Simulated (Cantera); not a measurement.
**Diamond growth**

A diamond (100) surface in a fixed gas of H2 with x(CH4) = 0.02, x(H) = 0.00029, x(CH3) = 4.6e-05, at 1375 K; coverages are run to steady state.

Detailed kinetics in Cantera: the Harris–Goodwin 1993 mechanism for the reconstructed diamond (100) surface.

```json
[
 {"P (Pa)": "330", "growth (µm/h)": "0.000171", "θ c6HH": "0.524", "θ c6H*": "0.0441", "θ c6*H": "0.419", "θ c6**": "0.0129"},
 {"P (Pa)": "600", "growth (µm/h)": "0.000547", "θ c6HH": "0.528", "θ c6H*": "0.0438", "θ c6*H": "0.415", "θ c6**": "0.0127"},
 {"P (Pa)": "1100", "growth (µm/h)": "0.00176", "θ c6HH": "0.530", "θ c6H*": "0.0435", "θ c6*H": "0.413", "θ c6**": "0.0126"},
 {"P (Pa)": "2000", "growth (µm/h)": "0.00548", "θ c6HH": "0.532", "θ c6H*": "0.0434", "θ c6*H": "0.412", "θ c6**": "0.0126"},
 {"P (Pa)": "3700", "growth (µm/h)": "0.0170", "θ c6HH": "0.532", "θ c6H*": "0.0434", "θ c6*H": "0.412", "θ c6**": "0.0125"},
 {"P (Pa)": "6800", "growth (µm/h)": "0.0490", "θ c6HH": "0.533", "θ c6H*": "0.0433", "θ c6*H": "0.411", "θ c6**": "0.0125"},
 {"P (Pa)": "12000", "growth (µm/h)": "0.124", "θ c6HH": "0.533", "θ c6H*": "0.0433", "θ c6*H": "0.411", "θ c6**": "0.0125"},
 {"P (Pa)": "23000", "growth (µm/h)": "0.330", "θ c6HH": "0.533", "θ c6H*": "0.0433", "θ c6*H": "0.411", "θ c6**": "0.0124"}
]
```
θ: site fractions in the mechanism's names (c6HH fully hydrogenated, c6H* and c6*H radical sites, c6** diradical, c6HM methylated).
